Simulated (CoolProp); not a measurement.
Values from CoolProp's reference Helmholtz-energy equation of state, de Reuck 1993.

Task: Give the vapour pressure (bar), liquid density (kg/m³), vapour density (kg/m³), liquid cp (kJ/(kg K)) of saturated methanol at 353.2 K.

Result: 
```json
[
 {"T (K)": "353.2", "p (bar)": "1.81", "liquid density (kg/m³)": "733", "vapour density (kg/m³)": "2.13", "liquid cp (kJ/(kg K))": "2.97"}
]
```
